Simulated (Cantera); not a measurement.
What does this Cantera script print?

```python
import numpy as np
import cantera as ct

gas = ct.Solution("h2o2.yaml")
gas.TPX = 1350, 2200, {'H2': 0.055, 'O2': 1}
reactor = ct.IdealGasConstPressureReactor(gas, energy="off", clone=False)
net = ct.ReactorNet([reactor])
net.rtol, net.atol = 1e-08, 1e-18
show = ['H2', 'O2', 'H2O2', 'OH', 'H']
times = np.geomspace(6e-06, 30, 9)

steps = ct.SolutionArray(gas, extra=["t"])
rows = []
print(f"{'t/s':>10s}{'T/K':>9s}{'P/Pa':>11s}" + "".join(f"{s:>11s}" for s in show))
for t in times:
    while net.time < t:
        t_next = net.step()
        steps.append(gas.state, t=t_next)
    rows.append([np.interp(t, steps.t, y) for y in (steps.T, steps.P, *steps(*show).X.T)])
    print(f"{t:10.3e}{rows[-1][0]:9.1f}{rows[-1][1]:11.4g}" + "".join(f"{x:11.3e}" for x in rows[-1][2:]))
rate = np.gradient(steps.T, steps.t)
print("integrator steps:", len(steps.t))
if steps.T.max() > steps.T[0] + 200:
    print(f"time of steepest temperature rise: {steps.t[rate.argmax()]:.4e} s")
gas.TPX = 1350, 2200, {'H2': 0.055, 'O2': 1}
gas.equilibrate("TP")
print(f"equilibrium (TP): T = {gas.T:.1f} K  " + "  ".join(f"{s} {gas[s].X[0]:.3e}" for s in show))
```

Result:

```
       t/s      T/K       P/Pa         H2         O2       H2O2         OH          H
 6.000e-06   1350.0       2200  5.213e-02  9.479e-01  3.777e-13  9.659e-10  4.656e-09
 4.126e-05   1350.0       2200  5.213e-02  9.479e-01  1.769e-11  2.555e-08  2.240e-08
 2.837e-04   1350.0       2200  5.212e-02  9.479e-01  7.931e-10  4.275e-06  2.318e-06
 1.951e-03   1350.0       2200  8.985e-04  9.058e-01  1.064e-07  5.367e-03  6.356e-03
 1.342e-02   1350.0       2200  5.947e-04  9.204e-01  1.009e-07  4.401e-03  3.272e-03
 9.226e-02   1350.0       2200  9.249e-05  9.422e-01  5.524e-08  1.755e-03  1.877e-04
 6.344e-01   1350.0       2200  3.735e-06  9.462e-01  9.885e-09  3.547e-04  1.513e-06
 4.363e+00   1350.0       2200  2.269e-07  9.464e-01  1.307e-09  8.776e-05  2.282e-08
 3.000e+01   1350.0       2200  7.639e-08  9.464e-01  6.134e-10  5.097e-05  4.483e-09
integrator steps: 1790
equilibrium (TP): T = 1350.0 K  H2 7.618e-08  O2 9.464e-01  H2O2 6.124e-10  OH 5.090e-05  H 4.465e-09
```

Computed with Cantera and the H2/O2 subset of GRI-Mech 3.0, which has no nitrogen chemistry. Radical loss at walls, strong at low pressure, is not modelled. The temperature is held fixed by assumption; the heat of reaction is taken as removed at once.
